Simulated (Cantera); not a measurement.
An isothermal, constant-pressure homogeneous reactor starts with 43.7 % CH₄, 48.0 % CO₂, 8.30 % H₂, at 2200 K and 0.270 bar.

Model: GRI-Mech 3.0 (53 species, 325 reactions), integrated in Cantera.

One state of this run: x CH₄ = 2.70e-9; x CO₂ = 0.00369; x H₂ = 0.485; x HCO = 2.33e-7; x CH₂O = 2.55e-8. x: mole fraction; the columns are a selection and need not sum to one.

Problem. Which value of t (s) does it belong to?
(A) 5.00e-6
(B) 0.0281
(C) 0.000158
(D) 5.00

Solution. D, 5.00
